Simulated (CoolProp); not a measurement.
R134a along the isobar 23400 kPa: Z from the reference equation and from simpler models built on Tc = 374.2 K, pc = 4059 kPa, ω = 0.327; each cubic takes its own stable root.

Model: reference Helmholtz-energy equation of state, Tillner-Roth 1994, in CoolProp.

```json
[
 {"T (K)": "342.9", "phase": "liquid", "reference": "0.7097", "van der Waals": "1.069", "Redlich-Kwong": "0.8078"},
 {"T (K)": "352.3", "phase": "liquid", "reference": "0.7067", "van der Waals": "1.053", "Redlich-Kwong": "0.8022"},
 {"T (K)": "361.6", "phase": "liquid", "reference": "0.7049", "van der Waals": "1.039", "Redlich-Kwong": "0.7978"},
 {"T (K)": "370.9", "phase": "liquid", "reference": "0.7043", "van der Waals": "1.025", "Redlich-Kwong": "0.7943"},
 {"T (K)": "380.3", "phase": "supercritical", "reference": "0.7049", "van der Waals": "1.012", "Redlich-Kwong": "0.7918"},
 {"T (K)": "389.6", "phase": "supercritical", "reference": "0.7066", "van der Waals": "1.001", "Redlich-Kwong": "0.7903"},
 {"T (K)": "399", "phase": "supercritical", "reference": "0.7097", "van der Waals": "0.9900", "Redlich-Kwong": "0.7896"},
 {"T (K)": "408.3", "phase": "supercritical", "reference": "0.7139", "van der Waals": "0.9804", "Redlich-Kwong": "0.7899"},
 {"T (K)": "417.6", "phase": "supercritical", "reference": "0.7194", "van der Waals": "0.9716", "Redlich-Kwong": "0.7909"},
 {"T (K)": "427", "phase": "supercritical", "reference": "0.7262", "van der Waals": "0.9635", "Redlich-Kwong": "0.7928"},
 {"T (K)": "436.3", "phase": "supercritical", "reference": "0.7341", "van der Waals": "0.9563", "Redlich-Kwong": "0.7953"},
 {"T (K)": "445.7", "phase": "supercritical", "reference": "0.7433", "van der Waals": "0.9498", "Redlich-Kwong": "0.7986"},
 {"T (K)": "455", "phase": "supercritical", "reference": "0.7534", "van der Waals": "0.9440", "Redlich-Kwong": "0.8026"}
]
```
